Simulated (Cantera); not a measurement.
A perfectly stirred reactor is fed with CH4 : C2H6 : C3H8 : O2 : N2 = 1 : 0.04 : 0.43 : 3.3 : 12.4 (molar parts), equivalence ratio 1.3, at 1.00 atm; it is adiabatic with a 600 K inlet, and is followed from long to short residence time, starting on the burning branch (τ in s: 0.11, 0.05, 0.023, 0.01, 0.0047, 0.0021, 0.00097, 0.00044, 0.0002, 9.1e-05, 4.2e-05, 1.9e-05).

Computed with Cantera and GRI-Mech 3.0 (53 species, 325 reactions). GRI-Mech 3.0 was tuned for natural gas; its chemistry of propane as a main component is partial and can be far from experiment.

Q: What does this change do: 0.28 parts H2 added?

A: 
```tsv
quantity	before	after
blow-out, bracketed by the residence times tried	burning at 91.0 µs, out at 42.0 µs	burning at 91.0 µs, out at 42.0 µs
x(CH4) at τ = 0.110 s	5.20e-6	7.14e-6
x(C2H6) at τ = 0.110 s	7.73e-9	8.37e-9
x(C3H8) at τ = 0.110 s	7.18e-8	7.41e-8
x(CH2) at τ = 0.110 s	3.08e-7	3.46e-7
x(O) at τ = 0.110 s	8.90e-5	6.33e-5
x(CH4) at τ = 0.970 ms	8.11e-5	9.48e-5
x(C2H6) at τ = 0.970 ms	5.38e-7	5.65e-7
x(C3H8) at τ = 0.970 ms	3.93e-6	4.00e-6
x(CH2) at τ = 0.970 ms	8.27e-6	9.52e-6
x(O) at τ = 0.970 ms	0.000866	0.000648
```

Q: What does this change do: N2 12.4 to 16 parts?

A: 
```json
[
 {"quantity": "blow-out, bracketed by the residence times tried", "before": "burning at 91.0 µs, out at 42.0 µs", "after": "burning at 0.200 ms, out at 91.0 µs"},
 {"quantity": "x(CH4) at τ = 0.110 s", "before": "5.20e-6", "after": "1.39e-5"},
 {"quantity": "x(C2H6) at τ = 0.110 s", "before": "7.73e-9", "after": "1.97e-8"},
 {"quantity": "x(C3H8) at τ = 0.110 s", "before": "7.18e-8", "after": "1.47e-7"},
 {"quantity": "x(CH2) at τ = 0.110 s", "before": "3.08e-7", "after": "4.22e-7"},
 {"quantity": "x(O) at τ = 0.110 s", "before": "8.90e-5", "after": "2.83e-5"},
 {"quantity": "x(CH4) at τ = 0.970 ms", "before": "8.11e-5", "after": "0.000151"},
 {"quantity": "x(C2H6) at τ = 0.970 ms", "before": "5.38e-7", "after": "1.01e-6"},
 {"quantity": "x(C3H8) at τ = 0.970 ms", "before": "3.93e-6", "after": "6.75e-6"},
 {"quantity": "x(CH2) at τ = 0.970 ms", "before": "8.27e-6", "after": "9.84e-6"},
 {"quantity": "x(O) at τ = 0.970 ms", "before": "0.000866", "after": "0.000419"}
]
```
